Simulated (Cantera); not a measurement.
What does this Cantera script print?

```python
import numpy as np
import cantera as ct

gas_names = """
    H HO2 H2 H2O H2O2 O OH O2 O3 V VO VO2
""".split()
cond_names = """
    H2O(s) H2O(L) V(cr) V(L) VO(s) VO(L) V2O3(s) V2O3(L) V2O4(I) V2O4(II) V2O4(L) V2O5(s) V2O5(L)
""".split()


def load(file, names, dense=False):
    # The tables refer to 1 bar. Condensed volumes are neglected.
    table = {s.name: s for s in ct.Species.list_from_file(file)}
    out = []
    for n in names:
        d = dict(table[n].input_data)
        d["thermo"] = dict(d["thermo"], **{"reference-pressure": 1e5})
        if dense:
            d["equation-of-state"] = {"model": "constant-volume", "density": "1e6 g/cm^3"}
        out.append(ct.Species.from_dict(d))
    return out


gas = ct.Solution(thermo="ideal-gas", species=load("nasa_gas.yaml", gas_names))
cond = {s.name: ct.Solution(thermo="fixed-stoichiometry", species=[s], name=s.name)
        for s in load("nasa_condensed.yaml", cond_names, dense=True)}
atoms = {
    'V2O5': {'V': 2, 'O': 5},
    'H2': {'H': 2},
}
top_T = {}  # K; cautious upper limits of use, not melting points


def equilibrate(T, P, feed):
    n = {}
    for name, mol in feed.items():
        for a, k in atoms[name].items():
            n[a] = n.get(a, 0.0) + k * mol
    gas.TPX = T, P, n
    mass = sum(n.values()) * gas.mean_molecular_weight
    gas.equilibrate("TP")
    valid = [c for c in cond.values() if c.min_temp <= T <= top_T.get(c.name, c.max_temp)]
    mix = ct.Mixture([(gas, mass / gas.mean_molecular_weight)] + [(c, 0.0) for c in valid])
    mix.T, mix.P = T, P
    mix.equilibrate("TP", solver="vcs", rtol=1e-11, max_steps=5000)
    return mix


results = []
feed = {'V2O5': 1, 'H2': 1100}  # mol
P = 13332.2  # Pa
for T in [800, 900, 1000, 1100, 1200, 1300, 1400, 1500, 1600, 1700]:
    mix = equilibrate(T, P, feed)
    results.append((T, P, feed, dict(zip(mix.species_names, mix.species_moles))))

top = {s: max(r[3][s] / sum(r[3][g] for g in gas_names) for r in results) for s in gas_names}
cols = sorted((s for s in top if top[s] > 0.0001), key=lambda s: -top[s])[:6]
seen = [c for c in cond_names if any(r[3].get(c, 0) > 1e-12 for r in results)]
print("log10 of partial pressures in bar; condensed amounts in mol")
print(f"{'T/K':>10s}" + "".join(f"{s[:9]:>10s}" for s in cols + seen))
for T, P, feed, n in results:
    ng = sum(n[g] for g in gas_names)
    print(f"{T:10.4g}" + "".join(f"{np.log10(max(n[s] / ng * P / 1e5, 1e-99)):10.3f}" for s in cols)
          + "".join(f"{n.get(c, 0):10.4g}" for c in seen))
```

It prints:

```
log10 of partial pressures in bar; condensed amounts in mol
       T/K        H2       H2O         H     VO(s)   V2O3(s)
       800    -0.876    -3.615   -11.976         0         1
       900    -0.876    -3.615   -10.370         0         1
      1000    -0.876    -3.615    -9.082         0         1
      1100    -0.876    -3.615    -8.025         0         1
      1200    -0.876    -3.615    -7.143         0         1
      1300    -0.876    -3.615    -6.394         0         1
      1400    -0.876    -3.573    -5.751    0.4152    0.7924
      1500    -0.876    -3.439    -5.193         2         0
      1600    -0.876    -3.439    -4.703         2         0
      1700    -0.876    -3.439    -4.270         2         0
```

Equilibrium computed with Cantera from the NASA thermochemical tables; the gas is ideal and each condensed phase is pure. Mutual solubility and eutectic melting of coexisting phases are not modelled. VO: taken at fixed stoichiometry. Condensed phases not in the tables: the oxides between V2O3 and V2O5 other than VO2.
